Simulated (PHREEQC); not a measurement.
Arsenic or selenium liquor

Make-up at 25 °C: 0.0029 mol/kgw Na2SeO4, 0.017 mol/kgw H3PO4 and 4.2e-05 mol/kgw FeCl3. Closed to the air; pH follows from the charge balance.

Equilibrium calculation in PHREEQC: ion-association model, wateq4f.dat.

Each row changes one thing in this solution. This is a speciation only: nothing precipitates in the calculation.

```
case                                      pH  ionic strength (mol/kgw)  SeO4-2 (mol/kgw)  HSeO4- (mol/kgw)  Fe+3 (mol/kgw)  FeOH+2 (mol/kgw)  SI of Goethite (FeOOH)  SI of Hematite (Fe2O3)
--------------------------------------  ----  ------------------------  ----------------  ----------------  --------------  ----------------  ----------------------  ----------------------
as made                                 2.13                    0.0165           0.00236          0.000540         3.32e-8           1.79e-8                   -0.50                   +1.00
H3PO4 left out                          4.20                   0.00882           0.00289           6.25e-6         1.24e-7           8.50e-6                   +6.35                  +14.71
Na2SeO4 from 0.0029 to 0.00435 mol/kgw  2.14                    0.0205           0.00358          0.000773         3.42e-8           1.83e-8                   -0.50                   +1.01
diluted 10-fold with water              2.87                   0.00229          0.000275           1.45e-5         1.43e-8           5.41e-8                   +1.57                   +5.15
H3PO4 from 0.017 to 0.0085 mol/kgw      2.35                    0.0135           0.00253          0.000367         5.20e-8           4.72e-8                   +0.36                   +2.72
temperature from 25 to 50 °C            2.19                    0.0153           0.00210          0.000803         3.62e-8           8.51e-8                   +0.50                   +3.12
diluted 2-fold with water               2.33                   0.00928           0.00125          0.000197         2.46e-8           2.29e-8                   +0.05                   +2.10
```

Some of these states are supersaturated (in Strengite, Hematite (slow to form), Fe(OH)3(a), for instance). H3PO4, which wateq4f.dat lacks, is added to it with the constant of phreeqc.dat. Away from 25 °C the constants follow the database's enthalpies or fits; those with neither stay at their 25 °C values.
